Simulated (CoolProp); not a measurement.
Vapour-liquid equilibrium of cyclohexane (1) + n-octane (2) at 338.9 K; x and y are mole fractions of (1).

Model: multi-fluid Helmholtz-energy mixture model, Zhou 2014 and Beckmüller 2019; pair parameters Bell 2016, in CoolProp.

```json
[
 {"x": "0.05", "bubble pressure (bar)": "(withheld)", "y at the bubble point": "0.197", "dew pressure at overall composition x (bar)": "(withheld)", "liquid density (mol/L)": "5.921"},
 {"x": "0.2", "bubble pressure (bar)": "0.2339", "y at the bubble point": "0.539", "dew pressure at overall composition x (bar)": "0.1589", "liquid density (mol/L)": "(withheld)"},
 {"x": "0.35", "bubble pressure (bar)": "0.3094", "y at the bubble point": "0.715", "dew pressure at overall composition x (bar)": "0.1852", "liquid density (mol/L)": "(withheld)"},
 {"x": "0.5", "bubble pressure (bar)": "0.3842", "y at the bubble point": "0.822", "dew pressure at overall composition x (bar)": "0.2219", "liquid density (mol/L)": "7.000"},
 {"x": "0.65", "bubble pressure (bar)": "0.4583", "y at the bubble point": "0.894", "dew pressure at overall composition x (bar)": "0.2766", "liquid density (mol/L)": "7.446"},
 {"x": "0.8", "bubble pressure (bar)": "0.5321", "y at the bubble point": "0.947", "dew pressure at overall composition x (bar)": "(withheld)", "liquid density (mol/L)": "7.948"},
 {"x": "0.95", "bubble pressure (bar)": "0.6063", "y at the bubble point": "0.988", "dew pressure at overall composition x (bar)": "0.5372", "liquid density (mol/L)": "8.519"}
]
```

Q: Fill in the missing entries.

A: 
- 0.05, bubble pressure (bar): 0.1585
- 0.05, dew pressure at overall composition x (bar): 0.1392
- 0.2, liquid density (mol/L): 6.244
- 0.35, liquid density (mol/L): 6.602
- 0.8, dew pressure at overall composition x (bar): 0.3664

No azeotrope shows between x = 0.05 and 0.95.

Pair parameters are fitted to limited data, so mixtures are less certain than the pure fluids.
